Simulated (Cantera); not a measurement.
Input: 1 mol SiH2Cl2, 1.3 mol NH3, 19 mol N2, held at 0.100 bar.

Method: chemical equilibrium by Gibbs-energy minimisation in Cantera with the NASA 1993 tables (ideal gas, pure condensed phases). Candidate condensed phases: NH4Cl, Si, Si3N4; 28 gas species. The tables' values for SiCl, SiCl3, SiN are old estimates; treat these amounts as uncertain. Gases not in the tables: Si2H6 and higher silanes. Kinetics and transport are ignored.

log p: log10 of the partial pressure in bar; n: condensed amount in mol.

```csv
T (K),log p N2,log p H2,log p HCl,log p SiCl2,log p H,log p SiCl4,log p Si,n Si3N4(s),n Si(l)
773,-1.08,-2.05,-2.11,-12.49,<-13,-3.62,<-13,0.315,0
873,-1.08,-2.05,-2.09,-10.39,-11.36,-3.80,<-13,0.321,0
973,-1.08,-2.06,-2.08,-8.73,-10.00,-3.96,<-13,0.325,0
1073,-1.08,-2.06,-2.08,-7.39,-8.88,-4.10,<-13,0.327,0
1173,-1.08,-2.06,-2.07,-6.28,-7.96,-4.21,<-13,0.328,0
1273,-1.08,-2.06,-2.07,-5.36,-7.18,-4.32,<-13,0.329,0
1373,-1.08,-2.06,-2.07,-4.58,-6.51,-4.42,___,0.327,0
1473,-1.08,-2.06,-2.08,-3.93,-5.93,-4.55,___,0.320,0
1573,-1.08,-2.05,-2.11,-3.42,-5.41,-4.77,___,0.299,0
1673,-1.08,-2.02,-2.18,-3.05,-4.96,-5.13,___,0.260,0
1773,-1.08,-2.00,-2.27,-2.81,-4.55,-5.61,___,0.210,0
1873,-1.08,-1.98,-2.38,-2.66,-4.18,-6.17,___,0.161,0
1973,-1.08,-1.97,-2.48,-2.60,-3.85,-6.71,___,0,0.382
2073,-1.08,-1.97,-2.47,-2.62,-3.57,-7.05,___,0,0.374
```

Complete the blanks.


- 1373, log p Si: -12.37
- 1473, log p Si: -10.58
- 1573, log p Si: -9.03
- 1673, log p Si: -7.66
- 1773, log p Si: -6.45
- 1873, log p Si: -5.37
- 1973, log p Si: -4.50
- 2073, log p Si: -4.00
